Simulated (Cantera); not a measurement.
Standard-state values (1 bar) from the NASA 1993 polynomials, evaluated with Cantera. Values are per mole of reaction as written; species without (g) are pure solids or liquids, kept so even where they would boil at 1 bar.

3 H(g) + Ni₃S₄ + CS₂(g) = 3 NiS₂ + CH₃(g)

```json
[
 {"T (K)": "350", "ΔH° (kJ)": "(withheld)", "ΔS° (J/K)": "(withheld)", "ΔG° (kJ)": "(withheld)", "log10 K": "(withheld)"},
 {"T (K)": "375", "ΔH° (kJ)": "-719.1", "ΔS° (J/K)": "-364.7", "ΔG° (kJ)": "-582.3", "log10 K": "81.11"},
 {"T (K)": "400", "ΔH° (kJ)": "-719.8", "ΔS° (J/K)": "-366.6", "ΔG° (kJ)": "-573.2", "log10 K": "74.85"},
 {"T (K)": "425", "ΔH° (kJ)": "-720.6", "ΔS° (J/K)": "-368.6", "ΔG° (kJ)": "-564.0", "log10 K": "69.31"},
 {"T (K)": "450", "ΔH° (kJ)": "(withheld)", "ΔS° (J/K)": "(withheld)", "ΔG° (kJ)": "(withheld)", "log10 K": "(withheld)"},
 {"T (K)": "475", "ΔH° (kJ)": "-722.4", "ΔS° (J/K)": "-372.5", "ΔG° (kJ)": "-545.5", "log10 K": "59.98"},
 {"T (K)": "500", "ΔH° (kJ)": "-723.4", "ΔS° (J/K)": "-374.5", "ΔG° (kJ)": "-536.1", "log10 K": "56.01"},
 {"T (K)": "525", "ΔH° (kJ)": "(withheld)", "ΔS° (J/K)": "(withheld)", "ΔG° (kJ)": "(withheld)", "log10 K": "(withheld)"},
 {"T (K)": "550", "ΔH° (kJ)": "-725.4", "ΔS° (J/K)": "-378.4", "ΔG° (kJ)": "-517.3", "log10 K": "49.13"},
 {"T (K)": "575", "ΔH° (kJ)": "-726.5", "ΔS° (J/K)": "-380.4", "ΔG° (kJ)": "-507.8", "log10 K": "46.13"},
 {"T (K)": "600", "ΔH° (kJ)": "-727.6", "ΔS° (J/K)": "-382.3", "ΔG° (kJ)": "-498.3", "log10 K": "43.38"}
]
```

Problem. What belongs in the gaps?

Solution. 
- 350, ΔH° (kJ): -718.4
- 350, ΔS° (J/K): -362.7
- 350, ΔG° (kJ): -591.4
- 350, log10 K: 88.26
- 450, ΔH° (kJ): -721.5
- 450, ΔS° (J/K): -370.6
- 450, ΔG° (kJ): -554.7
- 450, log10 K: 64.39
- 525, ΔH° (kJ): -724.4
- 525, ΔS° (J/K): -376.5
- 525, ΔG° (kJ): -526.7
- 525, log10 K: 52.41
